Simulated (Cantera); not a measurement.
What does this Cantera script print?

```python
import numpy as np
import cantera as ct

gas_names = """
    C CO COS CO2 CS CS2 C2 C2O C3 C3O2 C4 C5 Mg MgO MgS Mg2 O O2 O3 S SO SO2 SO3 S2 S2O S8
""".split()
cond_names = """
    C(gr) Mg(cr) Mg(L) MgCO3(s) MgO(s) MgO(L) MgS(s) MgSO4(s) MgSO4(L) S(cr1) S(cr2) S(L)
""".split()


# ... load() reads the species with a 1 bar reference pressure and builds the phases ...
atoms = {
    'MgCO3': {'Mg': 1, 'C': 1, 'O': 3},
    'SO2': {'S': 1, 'O': 2},
    'O2': {'O': 2},
}
top_T = {'C(gr)': 4500, 'MgS(s)': 2250}  # K; cautious upper limits of use, not melting points


# ... equilibrate(T, P, feed) seeds the gas with the atoms and calls Mixture.equilibrate('TP', solver="vcs", rtol=1e-11, max_steps=5000) ...
results = []
T = 875  # K
P = 2600  # Pa
for m in [0.11, 0.16, 0.23, 0.34, 0.5, 0.72, 1.1, 1.5, 2.2, 3.3, 4.8, 6.9]:
    feed = {'MgCO3': 1, 'SO2': 1.8, 'O2': m}  # mol
    mix = equilibrate(T, P, feed)
    results.append((T, P, feed, dict(zip(mix.species_names, mix.species_moles))))

top = {s: max(r[3][s] / sum(r[3][g] for g in gas_names) for r in results) for s in gas_names}
cols = sorted((s for s in top if top[s] > 1e-06), key=lambda s: -top[s])[:5]
seen = [c for c in cond_names if any(r[3].get(c, 0) > 1e-12 for r in results)]
print("log10 of partial pressures in bar; condensed amounts in mol")
print(f"{'n(O2)':>10s}" + "".join(f"{s[:9]:>10s}" for s in cols + seen))
for T, P, feed, n in results:
    ng = sum(n[g] for g in gas_names)
    print(f"{feed['O2']:10.4g}" + "".join(f"{np.log10(max(n[s] / ng * P / 1e5, 1e-99)):10.3f}" for s in cols)
          + "".join(f"{n.get(c, 0):10.4g}" for c in seen))
```

Result:

```
log10 of partial pressures in bar; condensed amounts in mol
     n(O2)        O2       SO2       CO2       SO3    MgO(s)  MgSO4(s)
      0.11   -13.128    -1.798    -1.997    -7.375      0.78      0.22
      0.16   -13.106    -1.809    -1.979    -7.375      0.68      0.32
      0.23   -13.070    -1.827    -1.954    -7.375      0.54      0.46
      0.34   -13.000    -1.862    -1.911    -7.375      0.32      0.68
       0.5   -12.850    -1.937    -1.840    -7.375 1.643e-06         1
      0.72    -2.823    -2.102    -1.866    -2.526         0         1
       1.1    -2.295    -2.260    -1.935    -2.420         0         1
       1.5    -2.092    -2.372    -2.002    -2.431         0         1
       2.2    -1.928    -2.513    -2.103    -2.489         0         1
       3.3    -1.815    -2.666    -2.227    -2.586         0         1
       4.8    -1.744    -2.813    -2.354    -2.698         0         1
       6.9    -1.696    -2.959    -2.486    -2.820         0         1
```

These are equilibrium values from Cantera (NASA tables, ideal gas, pure condensed phases), not measurements of a reactor.
